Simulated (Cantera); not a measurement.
Feed: 1 mol CuO, 0.43 mol C, 0.021 mol CO, held at 2173 K and 13.3 mbar.

Equilibrium computed with Cantera from the NASA thermochemical tables; the gas is ideal and each condensed phase is pure. Candidate condensed phases: C, Cu, CuO, Cu2O; 15 gas species. The numbers say what is thermodynamically allowed, not how fast it happens.

Base state: Cu 0.642, CO2 0.248, O2 0.0576, CO 0.0446, O 0.00473, Cu2 0.00206, CuO 0.00163 (mole fractions); condensed: gas only.

Q: What changes in the equilibrium state with this change: temperature from 2173 K to 1025 K?

A: 
| species | before | after |
|---|---|---|
| CO2 | 0.248 | 1.000 |
| CO | 0.0446 | 8.33e-6 |
| O2 | 0.0576 | 2.10e-8 |
| Cu | 0.642 | 3.11e-9 |
| O | 0.00473 | <1e-9 |
| Cu2 | 0.00206 | <1e-9 |
| CuO | 0.00163 | <1e-9 |
| Cu(s), mol | 0 | 0.762 |
| Cu2O(s), mol | 0 | 0.119 |
Mutual solubility and eutectic melting of coexisting phases are not modelled.

Q: What changes in the equilibrium state with this change: temperature from 2173 K to 1600 K?

A: 
```tsv
species	before	after
CO2	0.248	0.967
O2	0.0576	0.0292
Cu	0.642	0.00298
CO	0.0446	0.000976
Cu2	0.00206	2.13e-6
O	0.00473	2.15e-5
CuO	0.00163	1.02e-5
Cu(l), mol	0	0.814
Cu2O(l), mol	0	0.0922
```
Each liquid is taken as pure. Mutual solubility and eutectic melting of coexisting phases are not modelled.
